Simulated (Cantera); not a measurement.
A Cantera script and what it prints.

```python
import numpy as np
import cantera as ct

gas_names = """
    C CN CO CO2 C2 CCN CNC C2N2 C2O C3 C3O2 C4 C4N2 C5 N NCO NO NO2 NO3 N2 N2O O O2 O3 Si SiC SiC2 SiN
    SiO SiO2 Si2 Si2C Si2N Si3
""".split()
cond_names = """
    C(gr) Si(cr) Si(L) SiC(b) SiO2(Lqz) SiO2(hqz) SiO2(L) Si2N2O(s) Si3N4(a)
""".split()


def load(file, names, dense=False):
    # The tables refer to 1 bar. Condensed volumes are neglected.
    table = {s.name: s for s in ct.Species.list_from_file(file)}
    out = []
    for n in names:
        d = dict(table[n].input_data)
        d["thermo"] = dict(d["thermo"], **{"reference-pressure": 1e5})
        if dense:
            d["equation-of-state"] = {"model": "constant-volume", "density": "1e6 g/cm^3"}
        out.append(ct.Species.from_dict(d))
    return out


gas = ct.Solution(thermo="ideal-gas", species=load("nasa_gas.yaml", gas_names))
cond = {s.name: ct.Solution(thermo="fixed-stoichiometry", species=[s], name=s.name)
        for s in load("nasa_condensed.yaml", cond_names, dense=True)}
atoms = {
    'SiC': {'Si': 1, 'C': 1},
    'O2': {'O': 2},
    'N2': {'N': 2},
}
top_T = {'C(gr)': 4500, 'SiC(b)': 3050, 'Si2N2O(s)': 2100, 'Si3N4(a)': 2400}  # K; cautious upper limits of use, not melting points


def equilibrate(T, P, feed):
    n = {}
    for name, mol in feed.items():
        for a, k in atoms[name].items():
            n[a] = n.get(a, 0.0) + k * mol
    gas.TPX = T, P, n
    mass = sum(n.values()) * gas.mean_molecular_weight
    gas.equilibrate("TP")
    valid = [c for c in cond.values() if c.min_temp <= T <= top_T.get(c.name, c.max_temp)]
    mix = ct.Mixture([(gas, mass / gas.mean_molecular_weight)] + [(c, 0.0) for c in valid])
    mix.T, mix.P = T, P
    mix.equilibrate("TP", solver="vcs", rtol=1e-11, max_steps=5000)
    return mix


results = []
feed = {'SiC': 1, 'O2': 0.82, 'N2': 16}  # mol
T = 2023.15  # K
for P in [0.1, 2.5, 63, 1600, 40000, 1000000]:
    mix = equilibrate(T, P, feed)
    results.append((T, P, feed, dict(zip(mix.species_names, mix.species_moles))))

top = {s: max(r[3][s] / sum(r[3][g] for g in gas_names) for r in results) for s in gas_names}
cols = sorted((s for s in top if top[s] > 0.0001), key=lambda s: -top[s])[:8]
seen = [c for c in cond_names if any(r[3].get(c, 0) > 1e-12 for r in results)]
print("log10 of partial pressures in bar; condensed amounts in mol")
print(f"{'P/Pa':>10s}" + "".join(f"{s[:9]:>10s}" for s in cols + seen))
for T, P, feed, n in results:
    ng = sum(n[g] for g in gas_names)
    print(f"{P:10.4g}" + "".join(f"{np.log10(max(n[s] / ng * P / 1e5, 1e-99)):10.3f}" for s in cols)
          + "".join(f"{n.get(c, 0):10.4g}" for c in seen))
```

It prints:

```
log10 of partial pressures in bar; condensed amounts in mol
      P/Pa        N2        CO       SiO        Si      Si2C       SiN    SiC(b)   SiO2(L) Si2N2O(s)
       0.1    -6.051    -7.255    -7.449    -7.699   -15.495   -11.333         0         0         0
       2.5    -4.653    -5.857    -6.051    -6.302   -11.302    -9.236         0         0         0
        63    -3.252    -4.457    -4.648    -4.913    -7.140    -7.147         0         0         0
      1600    -1.839    -3.119    -3.141    -4.475    -5.996    -6.003    0.1581         0         0
     4e+04    -0.435    -1.659    -1.972    -4.621    -6.141    -5.447   0.05866         0    0.2412
     1e+06     0.972    -0.221    -1.519    -6.481   -10.736    -6.603         0   0.07607    0.4368
```

Method: chemical equilibrium by Gibbs-energy minimisation in Cantera with the NASA 1993 tables (ideal gas, pure condensed phases). Mutual solubility and eutectic melting of coexisting phases are not modelled. The tables' values for SiN are old estimates; treat these amounts as uncertain. The tables hold silica as quartz up to 1696 K and as liquid above; real silica turns to tridymite and cristobalite and melts near 1996 K.
